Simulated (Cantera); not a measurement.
**Low-pressure radical oxidation in H2/O2**

An isothermal, constant-pressure homogeneous reactor starts with 29.6 % H₂, 70.4 % O₂, equivalence ratio 0.21, at 1398 K and 10.00 Torr.

Computed with Cantera and GRI-Mech 3.0 (53 species, 325 reactions). Radical loss at walls, strong at low pressure, is not modelled. The temperature is held fixed by assumption; the heat of reaction is taken as removed at once.

| t (s) | x H₂ | x O₂ | x OH | x H₂O | x H₂O₂ | x H |
|---|---|---|---|---|---|---|
| 2.00e-6 | 0.296 | 0.704 | 3.18e-10 | 2.59e-11 | 1.02e-12 | 9.17e-9 |
| 1.00e-5 | 0.296 | 0.704 | 6.30e-9 | 2.70e-9 | 2.56e-11 | 4.33e-8 |
| 5.02e-5 | 0.296 | 0.704 | 1.11e-7 | 2.31e-7 | 6.31e-10 | 3.30e-7 |
| 0.000252 | 0.295 | 0.704 | 7.04e-5 | 0.000275 | 1.48e-8 | 0.000185 |
| 0.00126 | 0.0198 | 0.539 | 0.0220 | 0.217 | 2.85e-7 | 0.1000 |
| 0.00632 | 0.0164 | 0.568 | 0.0205 | 0.252 | 3.28e-7 | 0.0669 |
| 0.0317 | 0.00438 | 0.633 | 0.0112 | 0.327 | 2.98e-7 | 0.00749 |
| 0.159 | 0.000180 | 0.651 | 0.00229 | 0.345 | 6.73e-8 | 5.98e-5 |
| 0.796 | 1.23e-5 | 0.653 | 0.000602 | 0.347 | 1.26e-8 | 1.07e-6 |
| 3.99 | 2.11e-6 | 0.653 | 0.000250 | 0.347 | 4.02e-9 | 7.67e-8 |
| 20.0 | 1.64e-6 | 0.653 | 0.000220 | 0.347 | 3.57e-9 | 5.29e-8 |
x: mole fraction; the columns are a selection and need not sum to one.

Equilibrium at this temperature and pressure: H₂ 1.64e-6, O₂ 0.653, OH 0.000220, H₂O 0.347, H₂O₂ 3.57e-9, H 5.29e-8 (gas phase only).
